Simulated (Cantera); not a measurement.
An adiabatic, constant-pressure homogeneous reactor starts with CH4 : H2 : O2 : N2 : H2O = 1 : 0.1 : 2.41 : 21.2 : 6.1 (molar parts), at 1775 K and 1.00 bar.

Model: GRI-Mech 3.0 (53 species, 325 reactions), integrated in Cantera.

Task: Predict: time of steepest temperature rise; temperature at 2.00 s; equilibrium temperature; x(H2) at 2.00 s; x(O2) at 2.00 s; x(O) at 2.00 s.

Result: 
| Property | Result |
|---|---|
| time of steepest temperature rise | 0.201 ms |
| temperature at 2.00 s | 2329 K |
| equilibrium temperature | 2329 K |
| x(H2) at 2.00 s | 0.00561 (gas-phase equilibrium 0.00561) |
| x(O2) at 2.00 s | 0.0126 (gas-phase equilibrium 0.0126) |
| x(O) at 2.00 s | 0.000663 (gas-phase equilibrium 0.000663) |
